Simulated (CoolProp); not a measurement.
Properties of cyclopropane along the isotherm 453.2 K (Tc = 398.7 K, pc = 5.605 MPa, ω = 0.131).

Computed with CoolProp (reference Helmholtz-energy equation of state, Polt 1992). This equation is an older, rougher fit; its heat capacities, sound speeds and derivatives of the liquid may be far off and weren't checked against measurements.

```
p (MPa)          phase  density (kg/m³)
-------  -------------  ---------------
0.525              gas            5.997
1.05               gas            12.28
1.58               gas            18.94
2.1                gas            25.81
2.63               gas            33.21
3.15               gas            40.89
3.68               gas              [?]
4.2                gas            57.94
4.73               gas            67.48
5.25               gas            77.57
5.78     supercritical            88.74
6.31     supercritical            100.9
6.83     supercritical            114.1
7.36     supercritical              [?]
7.88     supercritical              [?]
8.41     supercritical            163.5
```

Q: Some entries are withheld; supply them.

A: 
- 3.68, density (kg/m³): 49.22
- 7.36, density (kg/m³): 129.0
- 7.88, density (kg/m³): 145.2
